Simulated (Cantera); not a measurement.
Feed: 1 mol C3H8, 0.26 mol H2O, 2 mol N2, at 0.00370 bar.

Cantera equilibrium calculation (NASA polynomials, part measured and part estimated; ideal gas, pure solids and liquids). Candidate condensed phases: C, C6H6, C7H8, C8H18, H2O; 136 gas species. Rates play no part.

x: gas mole fraction; n: condensed amount in mol.

```
T (K)   x H2   x N2    x CO       x H     x HCN  n C(graphite)
-----  -----  -----  ------  --------  --------  -------------
1175   0.653  0.307  0.0399   1.63e-6   2.51e-5           2.74
1275   0.653  0.307  0.0399   9.80e-6   7.29e-5           2.74
1375   0.653  0.307  0.0399   4.55e-5  0.000181           2.74
1475   0.653  0.307  0.0399         …         …           2.74
1575   0.653  0.306  0.0399  0.000552  0.000782           2.73
1675   0.651  0.306  0.0398         …         …           2.73
1775   0.649  0.305  0.0398   0.00383   0.00241           2.72
1875   0.644  0.303  0.0397   0.00865   0.00385           2.71
```

Task: Complete the blanks.

Result: 
- 1675, x H: 0.00154
- 1675, x HCN: 0.00142
- 1475, x H: 0.000172
- 1475, x HCN: 0.000395
